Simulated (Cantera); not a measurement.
Feed: 1 mol Fe3O4, a varied amount of CH4, 0.24 mol CO, at 7.50 mbar.

Points: T (K) = 1750, 1800, 1850, 1900, 1950, 2000, 2050, 2100, 2150, 2200; n(CH4) (mol) = 0.71, 0.84, 0.98, 1.2, 1.4, 1.6, 1.9, 2.2, 2.6, 3.

Cantera's Mixture.equilibrate('TP', solver="vcs", rtol=1e-11, max_steps=5000) on the NASA tables stopped like this:

```
ERROR: FAILURE its = 5001!

*******************************************************************************
CanteraError thrown by MultiPhase::equilibrate:
VCS solver failed. Return code: -1
*******************************************************************************
```

Task: What got this run through?

Result: This is not unique; one that fits is The failure is numerical, not chemical. The same input converged with solver="gibbs", rtol=1e-10, max_steps=50000, and the result passed a check of the equilibrium conditions:
```
   1750       0.71  Fe(d) + FeO(L)
   1750       0.84  Fe(d) + FeO(L)
   1750       0.98  Fe(d) + FeO(L)
   1750        1.2  Fe(d) + FeO(L)
   1750        1.4  Fe(d) + FeO(L)
   1750        1.6  Fe(d) + FeO(L)
   1750        1.9  Fe(d) + FeO(L)
   1750        2.2  Fe(d) + FeO(L)
   1750        2.6  Fe(d)
   1750          3  Fe(d)
   1800       0.71  Fe(d) + FeO(L)
   1800       0.84  Fe(d) + FeO(L)
   1800       0.98  Fe(d) + FeO(L)
   1800        1.2  Fe(d) + FeO(L)
   1800        1.4  Fe(d) + FeO(L)
   1800        1.6  Fe(d) + FeO(L)
   1800        1.9  Fe(d) + FeO(L)
   1800        2.2  Fe(d) + FeO(L)
   1800        2.6  Fe(d)
   1800          3  Fe(d)
   1850       0.71  Fe(L) + FeO(L)
   1850       0.84  Fe(L) + FeO(L)
   1850       0.98  Fe(L) + FeO(L)
   1850        1.2  Fe(L) + FeO(L)
   1850        1.4  Fe(L) + FeO(L)
   1850        1.6  Fe(L) + FeO(L)
   1850        1.9  Fe(L) + FeO(L)
   1850        2.2  Fe(L) + FeO(L)
   1850        2.6  Fe(L)
   1850          3  Fe(L)
   1900       0.71  Fe(L) + FeO(L)
   1900       0.84  Fe(L) + FeO(L)
   1900       0.98  Fe(L) + FeO(L)
   1900        1.2  Fe(L) + FeO(L)
   1900        1.4  Fe(L) + FeO(L)
   1900        1.6  Fe(L) + FeO(L)
   1900        1.9  Fe(L) + FeO(L)
   1900        2.2  Fe(L) + FeO(L)
   1900        2.6  Fe(L)
   1900          3  Fe(L)
   1950       0.71  Fe(L) + FeO(L)
   1950       0.84  Fe(L) + FeO(L)
   1950       0.98  Fe(L) + FeO(L)
   1950        1.2  Fe(L) + FeO(L)
   1950        1.4  Fe(L) + FeO(L)
   1950        1.6  Fe(L) + FeO(L)
   1950        1.9  Fe(L) + FeO(L)
   1950        2.2  Fe(L) + FeO(L)
   1950        2.6  Fe(L)
   1950          3  Fe(L)
   2000       0.71  Fe(L) + FeO(L)
   2000       0.84  Fe(L) + FeO(L)
   2000       0.98  Fe(L) + FeO(L)
   2000        1.2  Fe(L) + FeO(L)
   2000        1.4  Fe(L) + FeO(L)
   2000        1.6  Fe(L) + FeO(L)
   2000        1.9  Fe(L) + FeO(L)
   2000        2.2  Fe(L) + FeO(L)
   2000        2.6  Fe(L)
   2000          3  Fe(L)
   2050       0.71  Fe(L) + FeO(L)
   2050       0.84  Fe(L) + FeO(L)
   2050       0.98  Fe(L) + FeO(L)
   2050        1.2  Fe(L) + FeO(L)
   2050        1.4  Fe(L) + FeO(L)
   2050        1.6  Fe(L) + FeO(L)
   2050        1.9  Fe(L) + FeO(L)
   2050        2.2  Fe(L) + FeO(L)
   2050        2.6  Fe(L)
   2050          3  Fe(L)
   2100       0.71  FeO(L)
   2100       0.84  Fe(L) + FeO(L)
   2100       0.98  Fe(L) + FeO(L)
   2100        1.2  Fe(L) + FeO(L)
   2100        1.4  Fe(L) + FeO(L)
   2100        1.6  Fe(L) + FeO(L)
   2100        1.9  Fe(L) + FeO(L)
   2100        2.2  Fe(L) + FeO(L)
   2100        2.6  Fe(L)
   2100          3  Fe(L)
   2150       0.71  FeO(L)
   2150       0.84  FeO(L)
   2150       0.98  FeO(L)
   2150        1.2  FeO(L)
   2150        1.4  Fe(L) + FeO(L)
   2150        1.6  Fe(L) + FeO(L)
   2150        1.9  Fe(L) + FeO(L)
   2150        2.2  Fe(L) + FeO(L)
   2150        2.6  Fe(L)
   2150          3  Fe(L)
   2200       0.71  FeO(L)
   2200       0.84  FeO(L)
   2200       0.98  FeO(L)
   2200        1.2  FeO(L)
   2200        1.4  FeO(L)
   2200        1.6  FeO(L)
   2200        1.9  FeO(L)
   2200        2.2  gas only
   2200        2.6  gas only
   2200          3  gas only
```

The gas is ideal and each condensed phase is pure. Each liquid is taken as pure. Mutual solubility and eutectic melting of coexisting phases are not modelled. The tables' stoichiometric FeO is somewhat more stable than real wüstite, so its field is too wide. FeO: taken at fixed stoichiometry.
